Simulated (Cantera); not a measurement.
**Abatement and gas-phase synthesis: HI + O₂ + H₂**

Feed: 1 mol HI, 0.053 mol O₂, 1.5 mol H₂, held at 0.420 bar.

These are equilibrium values from Cantera (NASA tables, ideal gas, pure condensed phases), not measurements of a reactor. Candidate condensed phases: H₂O, I₂; 12 gas species. Equilibrium is a limit: real reactors are often held back by kinetics, nucleation or transport.

From 2623 K to 3523 K nothing is condensed.

| T (K) | log p H₂ | log p H | log p I | log p H₂O | log p HI | log p O | log p OH |
|---|---|---|---|---|---|---|---|
| 2623 | -0.61 | -1.68 | -0.90 | -1.84 | -1.96 | -4.80 | -3.54 |
| 2723 | -0.62 | -1.52 | -0.90 | -1.86 | -2.03 | -4.43 | -3.33 |
| 2823 | -0.64 | -1.37 | -0.90 | -1.87 | -2.10 | -4.08 | -3.15 |
| 2923 | -0.66 | -1.24 | -0.90 | -1.90 | -2.17 | -3.76 | -2.98 |
| 3023 | -0.69 | -1.12 | -0.91 | -1.93 | -2.25 | -3.46 | -2.83 |
| 3123 | -0.73 | -1.01 | -0.92 | -1.98 | -2.32 | -3.19 | -2.70 |
| 3223 | -0.78 | -0.91 | -0.94 | -2.05 | -2.41 | -2.95 | -2.59 |
| 3323 | -0.84 | -0.83 | -0.95 | -2.14 | -2.49 | -2.74 | -2.52 |
| 3423 | -0.91 | -0.76 | -0.97 | -2.26 | -2.59 | -2.56 | -2.47 |
| 3523 | -0.98 | -0.70 | -0.99 | -2.42 | -2.68 | -2.42 | -2.47 |
log p: log10 of the partial pressure in bar; nothing condenses.
